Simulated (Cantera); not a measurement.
Mixture: CH₄ : CO : O₂ : N₂ : CO₂ = 1 : 1.3 : 1.89 : 7.12 : 0.87 (molar parts), at 1.00 bar, adiabatic and at constant pressure. Ignition delay is the time to a rise of 400 K.

Model: GRI-Mech 3.0 (53 species, 325 reactions), integrated in Cantera.

### Question
What does this change do: N2 7.12 to 11 parts?

### Answer
```
quantity                                                before       after
--------------------------------------------------  ----------  ----------
delay at 1048 K                                         1.41 s      1.98 s
delay at 1198 K                                        99.6 ms     0.139 s
delay at 1348 K                                        10.5 ms     14.4 ms
delay at 1498 K                                        1.63 ms     2.17 ms
delay at 1648 K                                       0.388 ms    0.500 ms
apparent activation energy between 1498 and 1648 K  200 kJ/mol  200 kJ/mol
```
